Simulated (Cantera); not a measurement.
A freely propagating, adiabatic, planar premixed flame of 7.03 % CH4, 0.653 % C2H6, 20.0 % O2, 69.8 % N2, 2.60 % H2O, equivalence ratio 0.82, unburnt at 400 K and 3150 Torr; mixture-averaged transport, grid criteria slope 0.08 and curve 0.16, no radiation.

Computed with Cantera and GRI-Mech 3.0 (53 species, 325 reactions). Burning velocities carry a grid error of a few per cent, more on coarse grids.

Question: Predict: laminar burning velocity; thermal thickness; peak x(OH); peak x(CH3).

Answer: 
```
Property                     Result
------------------------  ---------
laminar burning velocity  29.5 cm/s
thermal thickness          0.160 mm
peak x(OH)                  0.00555
peak x(CH3)                0.000966
```
